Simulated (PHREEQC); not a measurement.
PHREEQC input (ion-association model, phreeqc.dat):

```
SOLUTION_MASTER_SPECIES
  Amm  AmmH+  0  AmmH  17.031  # ammonia with no redox link, constants of NH4+
SOLUTION_SPECIES
  AmmH+ = AmmH+
    -log_k 0
    -gamma 2.5 0
    -dw 1.98e-9
  AmmH+ = Amm + H+
    -log_k -9.252
    -delta_h 12.48 kcal
    -analytic 0.6322 -0.001225 -2835.76
    -dw 2.28e-9
  AmmH+ + SO4-2 = AmmHSO4-
    -log_k 1.11
  SO4-2 + 9 H+ + 8 e- = HS- + 4 H2O  # shut off: sulfate is not reduced
    -log_k -100
    -delta_h 0
    -analytic -100
PHASES
  Amm(g)
    Amm = Amm
    -log_k 1.7966
    -analytic -18.758 3.3670e-4 2.5113e3 4.8619 39.192
    -T_c 405.6
    -P_c 111.3
    -Omega 0.25
EXCHANGE_SPECIES
  AmmH+ + X- = AmmHX
    -log_k 0.6
    -gamma 2.5 0
    -delta_h -2.4
SOLUTION 0
  temp 25
  units mmol/kgw
  pH 7 charge
  S(6) 20
  Amm 40
  Cl 0.01
SOLUTION 1-40
  temp 25
  units mmol/kgw
  pH 7 charge
  Br 1
  K 1
  Cl 107.01
  Na 87
  Mn(2) 10
END
EXCHANGE 1-40
  X 0.027
  -equilibrate 1
END
SELECTED_OUTPUT 1
  -reset false
  -pH true
  -pe true
  -ionic_strength true
  -water true
  -step true
  -totals Amm Br Cl K Mn Na S Mn(2) Mn(3) S(-2)
    S(6)
  -molalities KX MnX2 AmmHX NaX
  -saturation_indices Pyrochroite Halite Sylvite
PRINT
  -reset false
TRANSPORT
  -cells 40
  -shifts 160
  -lengths 0.0125
  -time_step 3600
  -dispersivities 0.025
  -boundary_conditions flux flux
  -correct_disp true
  -punch_cells 40
  -punch_frequency 5
END
# ... the last block is repeated for the other 32 points of pore volumes
```

Selected output (columns that matter, 26 of 33 rows; pore volumes added in front):

```
pore volumes	pH	mu	Amm	Br	Cl	K	Mn	Na	S	m_KX	m_MnX2	si_Pyrochroite	si_Halite	si_Sylvite
0	5.0857	0.11513	0	0.001	0.10701	0.001	0.01	0.087	0	0.00061316	0.0078715	-7.513	-3.8378	-5.1206
0.1375	5.0857	0.11513	0	0.001	0.10701	0.001	0.01	0.087	1.129e-20	0.00061316	0.0078715	-7.513	-3.8378	-5.1206
0.3875	5.086	0.11504	2.3129e-07	0.00099878	0.10688	0.00099941	0.0099893	0.086939	2.4353e-05	0.00061318	0.0078718	-7.513	-3.8386	-5.1213
0.5125	5.0903	0.11374	1.5288e-05	0.00097937	0.1048	0.00099102	0.0098416	0.085908	0.00041258	0.00061363	0.0078817	-7.511	-3.8516	-5.1327
0.6375	5.1066	0.10882	0.0001641	0.00090433	0.096773	0.00096239	0.0093705	0.081627	0.0019134	0.00061558	0.0079371	-7.5002	-3.9057	-5.1772
0.7625	5.1364	0.099858	0.00072881	0.0007642	0.081779	0.00091381	0.0086788	0.072965	0.0047161	0.00061809	0.0080612	-7.4763	-4.0226	-5.2676
1.0125	5.2023	0.078823	0.0041613	0.00042274	0.045243	0.00079761	0.007621	0.048545	0.011545	0.000603	0.0082877	-7.4133	-4.4439	-5.5705
1.1375	5.2231	0.070471	0.0071911	0.00028464	0.030467	0.00073765	0.0073633	0.0367	0.014307	0.00057324	0.0081792	-7.3939	-4.7313	-5.7704
1.2625	5.2339	0.064259	0.010896	0.00018269	0.019558	0.00067219	0.0071185	0.026617	0.016346	0.00052738	0.0078349	-7.3932	-5.0585	-5.9984
1.5125	5.2362	0.057096	0.018941	6.7817e-05	0.0072664	0.0005219	0.0062475	0.012654	0.018644	0.00040871	0.0066046	-7.4533	-5.8051	-6.532
1.6375	5.2333	0.055311	0.022634	3.9788e-05	0.0042674	0.00044401	0.0056187	0.0083899	0.019204	0.0003476	0.0058743	-7.5078	-6.2129	-6.8315
1.7625	5.2298	0.054236	0.02586	2.2918e-05	0.0024623	0.00037019	0.0049361	0.0054558	0.019542	0.00029061	0.0051522	-7.5729	-6.6373	-7.1481
1.8875	5.2265	0.053614	0.028572	1.3007e-05	0.0014018	0.00030352	0.0042578	0.0034937	0.01974	0.00023963	0.0044733	-7.6452	-7.0747	-7.4782
2.1375	5.2214	0.053088	0.032587	4.0511e-06	0.00044346	0.00019639	0.0030537	0.0013845	0.019919	0.00015778	0.0033025	-7.8023	-7.9756	-8.1662
2.2625	5.2195	0.053001	0.034024	2.2318e-06	0.0002488	0.00015573	0.002556	0.00086053	0.019955	0.00012639	0.0028155	-7.8842	-8.4329	-8.5177
2.3875	5.2181	0.052967	0.035171	1.2214e-06	0.00014069	0.00012259	0.0021288	0.00053144	0.019976	0.0001005	0.0023897	-7.9673	-8.8896	-8.8691
2.5125	5.2169	0.05296	0.03609	6.6472e-07	8.1125e-05	9.5909e-05	0.0017665	0.00032646	0.019987	7.9406e-05	0.0020199	-8.0512	-9.3402	-9.2146
2.7625	5.2153	0.052983	0.037421	1.9432e-07	3.0793e-05	5.7826e-05	0.0012061	0.00012163	0.019996	4.8717e-05	0.0014258	-8.2212	-10.19	-9.8549
2.8875	5.2148	0.052999	0.037903	1.0452e-07	2.1184e-05	4.4612e-05	0.00099303	7.3854e-05	0.019998	3.7865e-05	0.0011907	-8.3071	-10.569	-10.13
3.0125	5.2143	0.053015	0.038293	5.6063e-08	1.5999e-05	3.4289e-05	0.00081569	4.4716e-05	0.019999	2.9293e-05	0.0009904	-8.3937	-10.908	-10.366
3.2625	5.2137	0.053043	0.038872	1.6021e-08	1.1714e-05	2.0051e-05	0.00054653	1.6273e-05	0.02	1.7311e-05	0.00067722	-8.5694	-11.483	-10.735
3.3875	5.2134	0.053055	0.039084	8.5412e-09	1.0914e-05	1.5263e-05	0.00044577	9.7865e-06	0.02	1.3232e-05	0.00055682	-8.6586	-11.734	-10.884
3.5125	5.2133	0.053065	0.039257	4.5468e-09	1.0487e-05	1.1586e-05	0.00036271	5.8751e-06	0.02	1.0079e-05	0.00045615	-8.7487	-11.973	-11.021
3.6375	5.2131	0.053073	0.039399	2.4174e-09	1.0259e-05	8.772e-06	0.00029441	3.5214e-06	0.02	7.6539e-06	0.00037237	-8.8397	-12.205	-11.151
3.8875	5.2129	0.053086	0.039609	6.812e-10	1.0073e-05	4.9931e-06	0.00019261	1.2599e-06	0.02	4.3762e-06	0.00024574	-9.0246	-12.659	-11.404
4.0125	5.2128	0.05309	0.039685	3.6115e-10	1.0039e-05	3.755e-06	0.00015525	7.5227e-07	0.02	3.2966e-06	0.00019872	-9.1185	-12.885	-11.529
```

Species that the database lacks are ignored.
